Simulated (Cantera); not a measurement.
Feed: 1 mol CaO, 1.9 mol HCl, equilibrated at 1625 K and 7.00 Pa.

These are equilibrium values from Cantera (NASA tables, ideal gas, pure condensed phases), not measurements of a reactor. Candidate condensed phases: Ca, CaCl2, CaO, Ca(OH)2, H2O; 21 gas species. Condensed phases not in the tables: oxide chlorides. Kinetics and transport are ignored.

Base state: HCl 0.433, CaCl2 0.264, H2O 0.262, Cl 0.0250, H2 0.0133, H 0.000973, OH 0.000807, O2 0.000436 (mole fractions); condensed: CaO(s).

**Question.** What changes in the equilibrium state with this change: temperature from 1625 K to 723 K?

**Answer.** 
```json
[
 {"species": "H2O", "before": "0.262", "after": "0.998"},
 {"species": "HCl", "before": "0.433", "after": "0.00183"},
 {"species": "H2", "before": "0.0133", "after": "3.16e-9"},
 {"species": "CaCl2", "before": "0.264", "after": "<1e-9"},
 {"species": "Cl", "before": "0.0250", "after": "<1e-9"},
 {"species": "H", "before": "0.000973", "after": "<1e-9"},
 {"species": "OH", "before": "0.000807", "after": "<1e-9"},
 {"species": "O2", "before": "0.000436", "after": "1.45e-9"},
 {"species": "O", "before": "4.86e-5", "after": "<1e-9"},
 {"species": "CaCl", "before": "3.08e-5", "after": "<1e-9"},
 {"species": "CaO(s), mol", "before": "0.492", "after": "0.0509"},
 {"species": "CaCl2(s), mol", "before": "0", "after": "0.949"}
]
```
